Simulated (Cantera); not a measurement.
## Stirred combustor or abatement burner

A perfectly stirred reactor is fed with CH3OH : O2 : N2 = 1 : 3.66 : 13.8 (molar parts), equivalence ratio 0.41, at 1.01 bar; it is adiabatic with a 448 K inlet, and is followed from long to short residence time, starting on the burning branch (τ in s: 0.027, 0.015, 0.0082, 0.0046, 0.0025, 0.0014, 0.00079, 0.00044, 0.00024, 0.00014, 7.5e-05).

Cantera simulation using GRI-Mech 3.0 (53 species, 325 reactions); the numbers are that mechanism's predictions, not measurements. GRI-Mech 3.0 was tuned for natural gas; its chemistry of methanol as a main component is partial and can be far from experiment.

```tsv
τ (s)	T (K)	x CH3OH	x O2	x CH4	x C2H	x N2O	x H2
0.027	1463	3.63e-5	0.115	1.58e-8	<1e-12	8.11e-7	7.84e-5
0.015	1454	5.96e-5	0.115	3.11e-8	<1e-12	7.26e-7	0.000123
0.0082	448	0.0542	0.198	<1e-12	<1e-12	<1e-12	<1e-12
0.0046	448	0.0542	0.198	<1e-12	<1e-12	<1e-12	<1e-12
0.0025	448	0.0542	0.198	<1e-12	<1e-12	<1e-12	<1e-12
0.0014	448	0.0542	0.198	<1e-12	<1e-12	<1e-12	<1e-12
0.00079	448	0.0542	0.198	<1e-12	<1e-12	<1e-12	<1e-12
0.00044	448	0.0542	0.198	<1e-12	<1e-12	<1e-12	<1e-12
0.00024	448	0.0542	0.198	<1e-12	<1e-12	<1e-12	<1e-12
0.00014	448	0.0542	0.198	<1e-12	<1e-12	<1e-12	<1e-12
7.5e-5	448	0.0542	0.198	<1e-12	<1e-12	<1e-12	<1e-12
```
x: mole fraction; the columns are a selection and need not sum to one.
